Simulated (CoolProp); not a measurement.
The numbers come from the reference Helmholtz-energy equation of state, Gao 2016 in CoolProp.

Task: Give the vapour pressure (bar), vapour density (kg/m³), enthalpy of vaporisation (kJ/kg), liquid cp (kJ/(kg K)) of saturated sulfur dioxide at 230.5, 237.9, 241.6 K.

Result: 
```json
[
 {"T (K)": "230.5", "p (bar)": "0.184", "vapour density (kg/m³)": "0.621", "enthalpy of vaporisation (kJ/kg)": "417", "liquid cp (kJ/(kg K))": "1.36"},
 {"T (K)": "237.9", "p (bar)": "0.285", "vapour density (kg/m³)": "0.932", "enthalpy of vaporisation (kJ/kg)": "411", "liquid cp (kJ/(kg K))": "1.36"},
 {"T (K)": "241.6", "p (bar)": "0.350", "vapour density (kg/m³)": "1.13", "enthalpy of vaporisation (kJ/kg)": "408", "liquid cp (kJ/(kg K))": "1.36"}
]
```
